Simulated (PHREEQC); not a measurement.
Dissolve 3.3 mmol/kgw HBr, 0.83 mmol/kgw Cu(NO3)2 and 2.1 mmol/kgw MgCl2 at 25 °C. It is in equilibrium with CO2 at log p = -2 (atm). Otherwise closed; pH follows from the charge balance.

The numbers come from PHREEQC with the ion-association model, wateq4f.dat.

```
Property                   Value
----------------  --------------
pH                          2.52
ionic strength    0.0121 mol/kgw
total alkalinity    -3.30 meq/kg
```

```tsv
species	molality	activity	log γ
Cl-	0.00419	0.00374	-0.050
H+	0.00330	0.00299	-0.042
Br-	0.00330	0.00295	-0.049
Mg+2	0.00210	0.00137	-0.185
NO3-	0.00166	0.00148	-0.051
Cu+2	0.000824	0.000539	-0.184
CO2	0.000340	0.000340	0.001
CuCl+	6.08e-6	5.43e-6	-0.049
HCO3-	5.63e-8	5.06e-8	-0.047
CuHCO3+	1.53e-8	1.37e-8	-0.049
CuCl2	1.09e-8	1.09e-8	0.001
CuOH+	2.02e-9	1.80e-9	-0.049
```

Precipitation was switched off in this run.
